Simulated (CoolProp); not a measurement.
Vapour-liquid equilibrium of R125 (1) + R236EA (2) at 0.494 MPa; x and y are mole fractions of (1).

Values from CoolProp's multi-fluid Helmholtz-energy mixture model, Lemmon 2005 and Rui 2013; pair parameters Bell 2016.

```json
[
 {"x": "0.05", "bubble temperature (°C)": "46.4", "y at the bubble point": "0.191", "dew temperature at overall composition x (°C)": "51.2", "liquid density (mol/L)": "8.951"},
 {"x": "0.15", "bubble temperature (°C)": "35.2", "y at the bubble point": "0.465", "dew temperature at overall composition x (°C)": "47.8", "liquid density (mol/L)": "9.301"},
 {"x": "0.25", "bubble temperature (°C)": "26.0", "y at the bubble point": "0.639", "dew temperature at overall composition x (°C)": "44.2", "liquid density (mol/L)": "9.614"},
 {"x": "0.35", "bubble temperature (°C)": "18.6", "y at the bubble point": "0.752", "dew temperature at overall composition x (°C)": "40.2", "liquid density (mol/L)": "9.896"},
 {"x": "0.45", "bubble temperature (°C)": "12.4", "y at the bubble point": "0.828", "dew temperature at overall composition x (°C)": "35.9", "liquid density (mol/L)": "10.16"},
 {"x": "0.55", "bubble temperature (°C)": "7.2", "y at the bubble point": "0.882", "dew temperature at overall composition x (°C)": "31.0", "liquid density (mol/L)": "10.40"},
 {"x": "0.65", "bubble temperature (°C)": "2.7", "y at the bubble point": "0.921", "dew temperature at overall composition x (°C)": "25.4", "liquid density (mol/L)": "10.63"},
 {"x": "0.75", "bubble temperature (°C)": "-1.2", "y at the bubble point": "0.950", "dew temperature at overall composition x (°C)": "18.7", "liquid density (mol/L)": "10.85"},
 {"x": "0.85", "bubble temperature (°C)": "-4.7", "y at the bubble point": "0.973", "dew temperature at overall composition x (°C)": "10.4", "liquid density (mol/L)": "11.05"},
 {"x": "0.95", "bubble temperature (°C)": "-7.8", "y at the bubble point": "0.992", "dew temperature at overall composition x (°C)": "-1.1", "liquid density (mol/L)": "11.25"}
]
```

No azeotrope shows between x = 0.05 and 0.95.

The pair parameters rest on a limited set of measurements; away from them the model extrapolates.
